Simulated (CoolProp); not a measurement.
Sulfur hexafluoride at several states: density (kg/m³) from the reference equation and from simpler models built on Tc = 318.7 K, pc = 37.55 bar, ω = 0.210; each cubic takes its own stable root.

Computed with CoolProp (reference Helmholtz-energy equation of state, Guder 2009).

```tsv
T (K)	p (bar)	phase	reference
343.5	5.87	gas	31.33
256.5	0.119	gas	0.8167
229	21.5	liquid	1828
```

Question: How far does each simpler model (Soave-Redlich-Kwong, Peng-Robinson) lie from the reference over these 3 states: mean and median of the absolute difference, and the worst?

Answer: 
- Soave-Redlich-Kwong: mean 1.4 %, median 0.1 %, worst -4.2 % at 229 K and 21.5 bar
- Peng-Robinson: mean 3.0 %, median 0.6 %, worst +8.5 % at 229 K and 21.5 bar
